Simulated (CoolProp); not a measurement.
Fluorine along the isobar 7.02 MPa: fugacity coefficient from the reference equation and from simpler models built on Tc = -128.7 °C, pc = 5.240 MPa, ω = 0.045; each cubic takes its own stable root.

The numbers come from the reference Helmholtz-energy equation of state, de Reuck 1990 in CoolProp.

```csv
T (°C),phase,reference
-132.55,liquid,0.4809
-112.65,supercritical,0.6952
-92.75,supercritical,0.7938
-72.85,supercritical,0.8550
-52.85,supercritical,0.8963
-32.95,supercritical,0.9251
-13.05,supercritical,0.9460
6.95,supercritical,0.9616
26.85,supercritical,0.9735
```

How far does each simpler model (Soave-Redlich-Kwong, Peng-Robinson) lie from the reference over these 9 states: mean and median of the absolute difference, and the worst?


- Soave-Redlich-Kwong: mean 0.7 %, median 0.7 %, worst +1.1 % at -132.55 °C and 7.02 MPa
- Peng-Robinson: mean 2.5 %, median 2.5 %, worst -4.5 % at -112.65 °C and 7.02 MPa
